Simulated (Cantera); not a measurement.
A closed system holds: 1 mol MgF2, 98 mol H2, equilibrated at 1350 K and 13.3 mbar.

Cantera equilibrium calculation (NASA polynomials, part measured and part estimated; ideal gas, pure solids and liquids). Candidate condensed phases: Mg, MgF2; 17 gas species. Kinetics and transport are ignored.

Base state: H2 0.998, HF 0.00118, Mg 0.000580, MgF2 0.000150, MgF 2.07e-5, H 2.06e-5 (mole fractions); condensed: MgF2(s).

Question: What changes in the equilibrium state with this change: pressure from 13.3 mbar to 10.0 Pa?

Answer: 
| species | before | after |
|---|---|---|
| H2 | 0.998 | 0.975 |
| HF | 0.00118 | 0.0150 |
| Mg | 0.000580 | 0.00737 |
| MgF2 | 0.000150 | 0.00236 |
| MgF | 2.07e-5 | 0.000293 |
| H | 2.06e-5 | 0.000235 |
| MgF2(s), mol | 0.926 | 0 |
